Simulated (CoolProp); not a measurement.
The numbers come from the reference Helmholtz-energy equation of state, Thol 2018 in CoolProp.

Task: Give the vapour pressure (bar), vapour density (kg/m³), enthalpy of vaporisation (kJ/kg) of saturated hydrogen chloride at 214.2, 230.8 K.

Result: 
```csv
T (K),p (bar),vapour density (kg/m³),enthalpy of vaporisation (kJ/kg)
214.2,3.65,8.04,413
230.8,7.03,15.0,390
```
